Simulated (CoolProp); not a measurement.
Benzene along the isotherm 81.95 °C: fugacity coefficient from the reference equation and from simpler models built on Tc = 288.9 °C, pc = 4.906 MPa, ω = 0.211; each cubic takes its own stable root.

Computed with CoolProp (reference Helmholtz-energy equation of state, Thol 2012).

| p (MPa) | phase | reference |
|---|---|---|
| 0.155 | liquid | 0.6699 |
| 0.228 | liquid | 0.4565 |
| 0.334 | liquid | 0.3127 |
| 0.491 | liquid | 0.2138 |
| 0.72 | liquid | 0.1469 |
| 1.06 | liquid | 0.1009 |
| 1.55 | liquid | 0.07010 |
| 2.28 | liquid | 0.04880 |
| 3.34 | liquid | 0.03448 |
| 4.91 | liquid | 0.02468 |
| 7.2 | liquid | 0.01812 |
| 10.6 | liquid | 0.01373 |
| 15.5 | liquid | 0.01099 |
| 22.8 | liquid | 0.009418 |
| 33.4 | liquid | 0.008972 |
| 49.1 | liquid | 0.009933 |

**Question.** How far does each simpler model (van der Waals, Soave-Redlich-Kwong, Peng-Robinson) lie from the reference over these 16 states: mean and median of the absolute difference, and the worst?

**Answer.** 
- van der Waals: mean 445.2 %, median 411.1 %, worst +1060.8 % at 81.95 °C and 49.1 MPa
- Soave-Redlich-Kwong: mean 2.9 %, median 1.0 %, worst +13.3 % at 81.95 °C and 49.1 MPa
- Peng-Robinson: mean 1.3 %, median 1.1 %, worst -4.8 % at 81.95 °C and 49.1 MPa

At some of these states van der Waals gives the other phase, because its saturation line lies elsewhere.
